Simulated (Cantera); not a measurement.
A Cantera script and what it prints.

```python
import numpy as np
import cantera as ct

gas_names = """
    CL CL2 H HCL H2 Si SiCL SiCL2 SiCL3 SiCL4 SiH SiHCL3 SiH2 SiH2CL2 SiH3 SiH3CL SiH4 Si2 Si3
""".split()
cond_names = """
    Si(cr) Si(L)
""".split()


# ... load() reads the species with a 1 bar reference pressure and builds the phases ...
atoms = {
    'Si': {'Si': 1},
    'HCl': {'H': 1, 'CL': 1},
    'H2': {'H': 2},
}
top_T = {}  # K; cautious upper limits of use, not melting points


# ... equilibrate(T, P, feed) seeds the gas with the atoms and calls Mixture.equilibrate('TP', solver="vcs", rtol=1e-11, max_steps=5000) ...
results = []
feed = {'Si': 1, 'HCl': 3, 'H2': 7.7}  # mol
T = 1398.15  # K
for P in [10000, 31000, 98000, 310000, 960000, 3000000]:
    mix = equilibrate(T, P, feed)
    results.append((T, P, feed, dict(zip(mix.species_names, mix.species_moles))))

top = {s: max(r[3][s] / sum(r[3][g] for g in gas_names) for r in results) for s in gas_names}
cols = sorted((s for s in top if top[s] > 1e-06), key=lambda s: -top[s])[:5]
seen = [c for c in cond_names if any(r[3].get(c, 0) > 1e-12 for r in results)]
print("log10 of partial pressures in bar; condensed amounts in mol")
print(f"{'P/Pa':>10s}" + "".join(f"{s[:9]:>10s}" for s in cols + seen))
for T, P, feed, n in results:
    ng = sum(n[g] for g in gas_names)
    print(f"{P:10.4g}" + "".join(f"{np.log10(max(n[s] / ng * P / 1e5, 1e-99)):10.3f}" for s in cols)
          + "".join(f"{n.get(c, 0):10.4g}" for c in seen))
```

It prints:

```
log10 of partial pressures in bar; condensed amounts in mol
      P/Pa        H2       HCL     SiCL2    SiHCL3     SiCL4    Si(cr)
     1e+04    -1.089    -1.940    -2.323    -3.381    -3.079    0.2635
   3.1e+04    -0.590    -1.508    -1.958    -2.584    -2.349     0.271
   9.8e+04    -0.082    -1.091    -1.631    -1.840    -1.696     0.266
   3.1e+05     0.426    -0.692    -1.341    -1.152    -1.117    0.2435
   9.6e+05     0.922    -0.316    -1.085    -0.519    -0.604    0.2048
     3e+06     1.420     0.051    -0.850     0.083    -0.133    0.1515
```

Method: chemical equilibrium by Gibbs-energy minimisation in Cantera with the NASA 1993 tables (ideal gas, pure condensed phases). The tables' values for SiCl3 are old estimates; treat these amounts as uncertain. Gases not in the tables: Si2H6 and higher silanes.
